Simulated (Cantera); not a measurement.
A perfectly stirred reactor is fed with NH3 : N2 = 1 : 0.26 (molar parts), at 825 Torr; it is held at 1625 K, and followed from long to short residence time.

Detailed kinetics in Cantera: the gas-phase N/H chemistry of the illustrative SiF4/NH3 mechanism in the Surface Chemkin manual (1991). Walls and surfaces, which speed up NH3 decomposition in real reactors, are not modelled.

Problem. What does this change do: temperature 1625 to 2050 K?

Solution. 
| quantity | before | after |
|---|---|---|
| x(NH3) at τ = 4.10 s | 0.414 | 0.00585 |
| x(N2) at τ = 4.10 s | 0.268 | 0.335 |
| x(H) at τ = 4.10 s | 2.05e-5 | 0.00151 |
| x(H2) at τ = 4.10 s | 0.318 | 0.658 |
| x(N2H2) at τ = 4.10 s | 1.94e-7 | 1.21e-8 |
| x(NH3) at τ = 74.0 ms | 0.776 | 0.139 |
| x(N2) at τ = 74.0 ms | 0.209 | 0.313 |
| x(H) at τ = 74.0 ms | 8.89e-7 | 0.000551 |
| x(H2) at τ = 74.0 ms | 0.0148 | 0.546 |
| x(N2H2) at τ = 74.0 ms | 6.59e-7 | 7.52e-7 |
